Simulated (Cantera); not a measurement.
## Moist CO burnout

An isothermal, constant-pressure homogeneous reactor starts with CO : O₂ : H₂O : N₂ = 0.002 : 0.005 : 0.005 : 1 (molar parts), at 1400 K and 500000 Pa.

Cantera simulation using GRI-Mech 3.0 (53 species, 325 reactions); the numbers are that mechanism's predictions, not measurements.

```csv
t (s),x CO,x O₂,x H₂O,x H,x O
8.00e-6,0.00198,0.00494,0.00494,4.39e-12,2.76e-10
2.36e-5,0.00198,0.00494,0.00494,3.80e-11,7.62e-10
6.94e-5,0.00198,0.00494,0.00494,3.05e-10,2.22e-9
0.000204,0.00198,0.00494,0.00494,3.37e-9,1.40e-8
0.000601,0.00197,0.00494,0.00494,4.73e-7,1.77e-6
0.00177,0.000984,0.00443,0.00488,1.34e-5,3.78e-5
0.00521,0.000179,0.00404,0.00493,1.44e-6,7.45e-6
0.0153,1.96e-5,0.00396,0.00494,8.80e-8,1.12e-6
0.0452,1.35e-6,0.00396,0.00494,5.27e-9,1.87e-7
0.133,6.08e-8,0.00396,0.00494,6.10e-10,4.68e-8
0.392,1.43e-8,0.00396,0.00494,2.82e-10,2.71e-8
1.15,1.39e-8,0.00396,0.00494,2.77e-10,2.68e-8
3.40,1.39e-8,0.00396,0.00494,2.77e-10,2.68e-8
10.0,1.39e-8,0.00396,0.00494,2.77e-10,2.68e-8
```
x: mole fraction; the columns are a selection and need not sum to one.

Equilibrium at this temperature and pressure: CO 1.40e-8, O₂ 0.00390, H₂O 0.00494, H 2.78e-10, O 2.66e-8 (gas phase only).
